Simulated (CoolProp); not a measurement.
Computed with CoolProp (reference Helmholtz-energy equation of state, McLinden 2020).

Question: Give the vapour pressure (bar), liquid density (kg/m³), vapour density (kg/m³), enthalpy of vaporisation (kJ/kg) of saturated R1336mzz(Z) at 26.05 °C.

Answer: 
```json
[
 {"T (°C)": "26.05", "p (bar)": "0.766", "liquid density (kg/m³)": "1360", "vapour density (kg/m³)": "5.28", "enthalpy of vaporisation (kJ/kg)": "168"}
]
```
